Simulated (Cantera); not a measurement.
A perfectly stirred reactor is fed with CH4 : O2 : N2 = 1 : 1.82 : 11.6 (molar parts), equivalence ratio 1.1, at 1.01 bar; it is adiabatic with a 800 K inlet, and is followed from long to short residence time, starting on the burning branch (τ in s: 0.03, 0.016, 0.0084, 0.0045, 0.0024, 0.0013, 0.00067, 0.00035, 0.00019, 0.0001, 5.3e-05, 2.8e-05).

Computed with Cantera and GRI-Mech 3.0 (53 species, 325 reactions).

**Question.** What does this change do: pressure from 1.01 bar to 14.0 bar?

**Answer.** 
```csv
quantity,before,after
"blow-out, bracketed by the residence times tried","burning at 0.190 ms, out at 0.100 ms","burning at 0.190 ms, out at 0.100 ms"
x(CH4) at τ = 30.0 ms,1.32e-5,3.79e-5
x(O2) at τ = 30.0 ms,0.00146,0.000146
x(HCN) at τ = 30.0 ms,1.98e-6,2.98e-6
x(N2O) at τ = 30.0 ms,4.80e-8,3.22e-8
x(H) at τ = 30.0 ms,0.00147,0.000140
x(CH4) at τ = 0.670 ms,0.000186,0.000232
x(O2) at τ = 0.670 ms,0.00776,0.00194
x(HCN) at τ = 0.670 ms,3.96e-6,2.01e-5
x(N2O) at τ = 0.670 ms,6.27e-8,2.03e-7
x(H) at τ = 0.670 ms,0.00620,0.000458
```
The pressure lies above the range GRI-Mech 3.0 was tuned for (to about 10 atm).

**Question.** What does this change do: 0.39 parts H2 added?

**Answer.** 
```tsv
quantity	before	after
blow-out, bracketed by the residence times tried	burning at 0.190 ms, out at 0.100 ms	burning at 0.100 ms, out at 53.0 µs
x(CH4) at τ = 30.0 ms	1.32e-5	1.79e-5
x(O2) at τ = 30.0 ms	0.00146	0.000404
x(HCN) at τ = 30.0 ms	1.98e-6	5.78e-6
x(N2O) at τ = 30.0 ms	4.80e-8	2.40e-8
x(H) at τ = 30.0 ms	0.00147	0.00215
x(CH4) at τ = 0.670 ms	0.000186	0.000188
x(O2) at τ = 0.670 ms	0.00776	0.00397
x(HCN) at τ = 0.670 ms	3.96e-6	1.09e-5
x(N2O) at τ = 0.670 ms	6.27e-8	3.92e-8
x(H) at τ = 0.670 ms	0.00620	0.00774
```

**Question.** What does this change do: 0.92 parts CO2 added?

**Answer.** 
```tsv
quantity	before	after
blow-out, bracketed by the residence times tried	burning at 0.190 ms, out at 0.100 ms	burning at 0.190 ms, out at 0.100 ms
x(CH4) at τ = 30.0 ms	1.32e-5	1.68e-5
x(O2) at τ = 30.0 ms	0.00146	0.00221
x(HCN) at τ = 30.0 ms	1.98e-6	1.09e-6
x(N2O) at τ = 30.0 ms	4.80e-8	5.46e-8
x(H) at τ = 30.0 ms	0.00147	0.001000
x(CH4) at τ = 0.670 ms	0.000186	0.000278
x(O2) at τ = 0.670 ms	0.00776	0.0101
x(HCN) at τ = 0.670 ms	3.96e-6	2.62e-6
x(N2O) at τ = 0.670 ms	6.27e-8	7.10e-8
x(H) at τ = 0.670 ms	0.00620	0.00434
```
